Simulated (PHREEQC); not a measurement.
**Polishing slurry liquid: an equilibrium model**

Dissolve 2 mmol/kgw K2CO3, 0.00068 mmol/kgw H4SiO4 and 2.8 mmol/kgw KH2PO4 at 36 °C. Closed to the air; pH follows from the charge balance.

The numbers come from PHREEQC with the ion-association model, phreeqc.dat.

Each row changes one thing in this solution. Precipitation was switched off in this run.

```
case                                                 pH  ionic strength (mol/kgw)  HCO3- (mol/kgw)  CO2 (mol/kgw)  CO3-2 (mol/kgw)
-------------------------------------------  ----------  ------------------------  ---------------  -------------  ---------------
as made                                            7.53                   0.00887          0.00189       0.000104          4.81e-6
KH2PO4 replaced by KCl at the same molality  (withheld)                (withheld)         0.000663        4.56e-8          0.00134
0.0046 mol/kgw TMAH added                         10.87                    0.0163         0.000284     (withheld)       (withheld)
H4SiO4 from 6.8e-07 to 1.36e-07 mol/kgw            7.53                   0.00887          0.00189       0.000104          4.81e-6
temperature from 36 to 10 °C                       7.61                   0.00888          0.00187       0.000121          3.29e-6
5.7e-05 mol/kgw NaOH added                         7.57                   0.00897          0.00190        9.51e-5          5.30e-6
H4SiO4 left out                                    7.53                   0.00887          0.00189       0.000104          4.81e-6
diluted 5-fold with water                          7.58                   0.00178         0.000380        1.91e-5          9.54e-7
```

### Question
Some entries are withheld; supply them.

### Answer

- KH2PO4 replaced by KCl at the same molality, pH: 10.43
- KH2PO4 replaced by KCl at the same molality, ionic strength (mol/kgw): 0.00814
- 0.0046 mol/kgw TMAH added, CO2 (mol/kgw): 6.90e-9
- 0.0046 mol/kgw TMAH added, CO3-2 (mol/kgw): 0.00172

(CH3)4N+ isn't in the database: it is added as a free cation with an ion size of 4 Å. Away from 25 °C the constants follow the database's enthalpies or fits; those with neither stay at their 25 °C values.
